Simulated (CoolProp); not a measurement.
Saturation properties of R125 (Tc = 339.2 K, pc = 36.18 bar, ω = 0.305).

Values from CoolProp's reference Helmholtz-energy equation of state, Lemmon 2005.

```tsv
T (K)	p (bar)	enthalpy of vaporisation (kJ/kg)	liquid cp (kJ/(kg K))	surface tension (mN/m)
216.6	0.6561	168.6	1.098	14.9
227.1	1.119	163.0	1.119	13.3
237.6	1.805	157.0	1.143	11.8
248.2	2.792	150.6	1.170	10.3
258.7	4.130	143.7	1.201	8.86
269.2	5.907	136.2	1.239	7.45
279.8	8.229	127.8	1.285	6.08
290.3	11.14	118.4	1.346	4.78
300.8	14.77	107.5	1.433	3.55
```

It boils at 225.1 K under 1 atm.

Surface tension comes from a separate correlation (Mulero 2012).
